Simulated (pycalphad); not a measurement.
Computed with pycalphad from the COST 507 light-alloy database (1999), at 1 atm. The database dates from 1999; later assessments differ in places, in temperatures and in the compounds included. Amounts are mole fractions of atoms.

Give the equilibrium state of Si-6.45Sn (at.%) at 550 K.

diamond (Si), fraction 0.936, with <0.01 Sn at.%; liquid, fraction 0.064, with >99.99 Sn at.%.

Give the equilibrium state of Si-6.45Sn (at.%) at 500 K.


```
T = 500.00 K, P = 101325 Pa, N = 1 mol of atoms
G = -11683 J/mol, H = 4528 J/mol, S = 32.42 J/(mol K)  (SER reference)
chemical potentials (J/mol): Si -10615, Sn -27180
phase             fraction      x(Si)      x(Sn)
DIAMOND_A4          0.9355     1.0000   1.89e-07
BCT_A5              0.0645       none     1.0000
```

DIAMOND_A4 is diamond (Si); BCT_A5 is bct (Sn). An entry "none" or "no" means that the model of the phase leaves that element out.
